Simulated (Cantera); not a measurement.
Low-pressure radical oxidation in H2/O2

A perfectly stirred reactor is fed with H2 : O2 : H2O = 0.013 : 1 : 0.057 (molar parts), equivalence ratio 0.0065, at 13.5 Torr; it is held at 1025 K, and followed from long to short residence time.

Cantera simulation using the H2/O2 subset of GRI-Mech 3.0, which has no nitrogen chemistry; the numbers are that mechanism's predictions, not measurements. Radical loss at walls, strong at low pressure, is not modelled.

| τ (s) | x H2 | x O2 | x H2O | x H2O2 | x O |
|---|---|---|---|---|---|
| 8.3 | 4.20e-5 | 0.934 | 0.0657 | 7.20e-8 | 9.08e-5 |
| 2.6 | 8.66e-5 | 0.934 | 0.0656 | 9.52e-8 | 0.000194 |
| 0.81 | 0.000176 | 0.934 | 0.0655 | 1.21e-7 | 0.000407 |
| 0.25 | 0.000353 | 0.933 | 0.0652 | 1.50e-7 | 0.000827 |
| 0.078 | 0.000695 | 0.932 | 0.0647 | 1.83e-7 | 0.00156 |
| 0.024 | 0.00138 | 0.931 | 0.0636 | 2.22e-7 | 0.00261 |
| 0.0076 | 0.00278 | 0.930 | 0.0618 | 2.64e-7 | 0.00348 |
| 0.0024 | 0.00570 | 0.930 | 0.0587 | 2.69e-7 | 0.00312 |
x: mole fraction; the columns are a selection and need not sum to one.
